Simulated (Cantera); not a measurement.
Feed: 1 mol HgO, 100 mol N₂, equilibrated at 650 °C and 0.0100 bar.

Method: chemical equilibrium by Gibbs-energy minimisation in Cantera with the NASA 1993 tables (ideal gas, pure condensed phases). Candidate condensed phases: Hg, HgO; 10 gas species. Equilibrium is a limit: real reactors are often held back by kinetics, nucleation or transport.

Base state: N₂ 0.985, Hg 0.00985, O₂ 0.00493 (mole fractions); condensed: gas only.

What changes in the equilibrium state with this change: 1.7 mol NH₃ added?


| species | before | after |
|---|---|---|
| N₂ | 0.985 | 0.966 |
| H₂ | 0 | 0.0148 |
| H₂O | 0 | 0.00958 |
| Hg | 0.00985 | 0.00958 |
| O₂ | 0.00493 | <1e-9 |
Further candidate phases: H₂O.
